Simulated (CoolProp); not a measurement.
Model: reference Helmholtz-energy equation of state, Akasaka 2022, in CoolProp.

Question: Give the vapour pressure (MPa), liquid density (kg/m³), vapour density (kg/m³), enthalpy of vaporisation (kJ/kg) of saturated R1233zd(E) at 369.6, 388.7, 407.8 K.

Answer: 
| T (K) | p (MPa) | liquid density (kg/m³) | vapour density (kg/m³) | enthalpy of vaporisation (kJ/kg) |
|---|---|---|---|---|
| 369.6 | 0.966 | 1060 | 51.7 | 146 |
| 388.7 | 1.45 | 991 | 80.8 | 128 |
| 407.8 | 2.09 | 903 | 127 | 105 |
